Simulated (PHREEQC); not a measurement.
Dissolve 0.012 mol HF, 0.16 mol H2SiF6, 0.0043 mol H3PO4 and 0.018 mol H2SO4 per kg of water at 30 °C. Closed to the air; pH follows from the charge balance.

Equilibrium calculation in PHREEQC: ion-association model, phreeqc.dat.

| quantity | before | after |
|---|---|---|
| pH | 0.59 | 1.26 |
| HF (mol/kgw) | 0.0169 | 0.00901 |
| HSO4- (mol/kgw) | 0.0159 | 0.00266 |
| SO4-2 (mol/kgw) | 0.00205 | 0.000937 |
| H4SiO4 (mol/kgw) | 0.000838 | 0.00113 |
| SI of SiO2(a) (SiO2) | -0.35 | -0.27 |

Name the change that produced these shifts.
A) H3PO4 left out
B) diluted 5-fold with water
C) H2SiF6 from 0.16 to 0.144 mol/kgw
D) H2SO4 from 0.018 to 0.009 mol/kgw
E) H2SO4 from 0.018 to 0.09 mol/kgw

B, diluted 5-fold with water

No solid was allowed to form. Some of these states are supersaturated (in Quartz (slow to form), Chalcedony (slow to form), for instance). SiF6-2 is the database's only silicon fluoride.
